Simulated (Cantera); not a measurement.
A closed system holds: 1 mol CO₂, 0.085 mol O₂, 2.7 mol H₂, equilibrated at 350 °C and 220 Pa.

Cantera equilibrium calculation (NASA polynomials, part measured and part estimated; ideal gas, pure solids and liquids). Candidate condensed phases: C, C₆H₆, C₇H₈, C₈H₁₈, H₂O; 110 gas species. Kinetics and transport are ignored.

Base state: H₂ 0.529, H₂O 0.211, CO₂ 0.205, CH₄ 0.0312, CO 0.0242 (mole fractions); condensed: C(graphite).

What changes in the equilibrium state with this change: temperature from 350 °C to 1175 °C?


```
species           before     after
----------------  ------  --------
H₂                 0.529     0.466
H₂O                0.211     0.264
CO                0.0242     0.218
CO₂                0.205    0.0522
CH₄               0.0312     <1e-9
H                  <1e-9  0.000134
C(graphite), mol   0.124         0
```

What changes in the equilibrium state with this change: temperature from 350 °C to 2877 °C?


```json
[
 {"species": "H", "before": "<1e-9", "after": "0.690"},
 {"species": "O", "before": "<1e-9", "after": "0.149"},
 {"species": "CO", "before": "0.0242", "after": "0.135"},
 {"species": "H₂", "before": "0.529", "after": "0.0175"},
 {"species": "H₂O", "before": "0.211", "after": "0.000426"},
 {"species": "CH₄", "before": "0.0312", "after": "<1e-9"},
 {"species": "CO₂", "before": "0.205", "after": "0.000429"},
 {"species": "OH", "before": "<1e-9", "after": "0.00625"},
 {"species": "O₂", "before": "<1e-9", "after": "0.00142"},
 {"species": "C(graphite), mol", "before": "0.124", "after": "0"}
]
```
